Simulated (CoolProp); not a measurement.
20 sccm (0 °C, 1 atm) of nitrogen bubbles through liquid ethanol at 318.8 K and leaves saturated at a total pressure of 0.15 MPa (ideal gas phase). Each further row changes one setting.

Model: reference Helmholtz-energy equation of state, Schroeder 2014, in CoolProp.

| case | vapour pressure (kPa) | mole fraction of vapour | delivery (mg/min) | delivery (sccm) | change of delivery for a bath 1 K warmer (%) |
|---|---|---|---|---|---|
| as stated | 23.8 | 0.159 | 7.75 | 3.77 | 6.1 |
| bath temperature 323.8 K | 30.3 | 0.202 | 10.4 | 5.07 | 6.2 |
| total pressure 0.3 MPa | 23.8 | 0.0793 | 3.54 | 1.72 | 5.5 |
